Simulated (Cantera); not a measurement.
## Equilibrium for silicon carbide growth: Si(CH₃)₄ + CH₄ + H₂

Input: 1 mol Si(CH₃)₄, 1.4 mol CH₄, 86 mol H₂, held at 1000 Pa.

Equilibrium computed with Cantera from the NASA thermochemical tables; the gas is ideal and each condensed phase is pure. Candidate condensed phases: C, C₆H₆, C₇H₈, C₈H₁₈, Si, SiC; 87 gas species. Rates play no part.

From 925 K to 1925 K the condensed part is C(graphite) + SiC(s).

```
T (K)   x H₂       x H     x CH₄  x C₂H₂ (acetylene)      x Si     x SiH  n C(graphite)  n SiC(s)
-----  -----  --------  --------  ------------------  --------  --------  -------------  --------
925    0.998   2.60e-9   0.00226            1.27e-10    <1e-12    <1e-12           4.19      1.00
1025   0.999   4.35e-8  0.000734             2.21e-9    <1e-12    <1e-12           4.33      1.00
1125   1.000   4.44e-7  0.000288             2.30e-8    <1e-12    <1e-12           4.37      1.00
1225   1.000   3.12e-6  0.000131             1.62e-7    <1e-12    <1e-12           4.39      1.00
1325   1.000   1.64e-5   6.71e-5             8.51e-7  3.17e-11  2.30e-11           4.39      1.00
1425   1.000   6.82e-5   3.77e-5             3.52e-6  8.62e-10  3.83e-10           4.40      1.00
1525   1.000  0.000237   2.28e-5             1.21e-5   1.51e-8   4.39e-9           4.40     1.000
1625   0.999  0.000705   1.47e-5             3.55e-5   1.86e-7   3.71e-8           4.39     1.000
1725   0.998   0.00186   9.95e-6             9.20e-5   1.71e-6   2.44e-7           4.38     1.000
1825   0.995   0.00439   7.02e-6            0.000214   1.23e-5   1.30e-6           4.36     0.999
1925   0.990   0.00951   5.12e-6            0.000453   7.15e-5   5.79e-6           4.32     0.992
```
x: gas mole fraction; n: condensed amount in mol.
